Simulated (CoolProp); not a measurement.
Values from CoolProp's reference Helmholtz-energy equation of state, Lemmon 2004. It is a short technical equation, of lower accuracy than the large ones.

Problem. Give the vapour pressure (kPa), liquid cp (kJ/(kg K)), surface tension (mN/m), liquid conductivity (mW/(m K)) of saturated n-dodecane at 131.25, 154.15, 169.35 °C.

Solution. 
| T (°C) | p (kPa) | liquid cp (kJ/(kg K)) | surface tension (mN/m) | liquid conductivity (mW/(m K)) |
|---|---|---|---|---|
| 131.25 | 7.71 | 2.61 | 16.0 | 112 |
| 154.15 | 17.5 | 2.71 | 14.3 | 107 |
| 169.35 | 28.5 | 2.77 | 13.2 | 104 |

Thermal conductivity comes from a separate model (Huber 2004). Surface tension comes from a separate correlation (Mulero 2012).
